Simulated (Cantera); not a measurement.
# Equilibrium for carbon deposition, reforming and gasification: n-butane + H₂

Charge: 1 mol n-butane, 0.53 mol H₂, held at 4.05 Torr.

Cantera equilibrium calculation (NASA polynomials, part measured and part estimated; ideal gas, pure solids and liquids). Candidate condensed phases: C, C₆H₆, C₇H₈, C₈H₁₈; 76 gas species. Rates play no part.

From 502 °C to 2302 °C the condensed part is C(graphite). The main C-bearing gas is CH₄ at 502 °C and C₂H₂ (acetylene) at 2302 °C.

| T (°C) | log p H₂ | log p H | log p CH₄ | log p C₂H₂ (acetylene) | log p C₂H | n C(graphite) |
|---|---|---|---|---|---|---|
| 502 | -2.27 | -13.14 | -4.23 | <-14 | <-14 | 3.94 |
| 652 | -2.27 | -10.72 | -5.18 | -12.16 | <-14 | 3.99 |
| 802 | -2.27 | -8.97 | -5.88 | -10.39 | <-14 | 4.00 |
| 952 | -2.27 | -7.64 | -6.42 | -9.06 | <-14 | 4.00 |
| 1102 | -2.27 | -6.60 | -6.84 | -8.02 | <-14 | 4.00 |
| 1252 | -2.27 | -5.76 | -7.18 | -7.19 | -13.34 | 4.00 |
| 1402 | -2.27 | -5.07 | -7.46 | -6.50 | -11.61 | 4.00 |
| 1552 | -2.27 | -4.49 | -7.69 | -5.94 | -10.17 | 4.00 |
| 1702 | -2.28 | -4.00 | -7.89 | -5.46 | -8.95 | 3.99 |
| 1852 | -2.29 | -3.58 | -8.09 | -5.07 | -7.92 | 3.98 |
| 2002 | -2.32 | -3.23 | -8.29 | -4.74 | -7.02 | 3.96 |
| 2152 | -2.38 | -2.94 | -8.52 | -4.48 | -6.26 | 3.92 |
| 2302 | -2.48 | -2.70 | -8.83 | -4.31 | -5.61 | 3.86 |
log p: log10 of the partial pressure in bar; n: condensed amount in mol.
